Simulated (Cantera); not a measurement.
# Thermodynamics of silicon etching in halogen gases, feed Si + NF3

Charge: 1 mol Si, a varied amount of NF3, equilibrated at 352 °C and 10.0 mbar.

Equilibrium computed with Cantera from the NASA thermochemical tables; the gas is ideal and each condensed phase is pure. Candidate condensed phases: Si, Si3N4; 16 gas species. Rates play no part.

```
n(NF3) (mol)  x SiF4   x NF3    x N2     x F2  n Si(s)  n Si3N4(s)
------------  ------  ------  ------  -------  -------  ----------
0.6             1.00  <1e-12  <1e-12   <1e-12    0.100       0.150
1.4            0.573  0.0315   0.385  0.00998        0           0
2.1            0.398   0.274   0.281   0.0469        0           0
2.9            0.295   0.417   0.219   0.0675        0           0
3.6            0.241   0.492   0.187   0.0794        0           0
4.4            0.199   0.549   0.162   0.0895        0           0
5.1            0.172   0.584   0.147   0.0964        0           0
5.9            0.149   0.613   0.134    0.103        0           0
6.6            0.134   0.633   0.125    0.107        0           0
```
x: gas mole fraction; n: condensed amount in mol.

At 0.6 mol NF3 the condensed part is Si(s) + Si3N4(s). From 1.4 mol NF3 to 6.6 mol NF3 nothing is condensed. The main Si-bearing gas is SiF4 throughout.
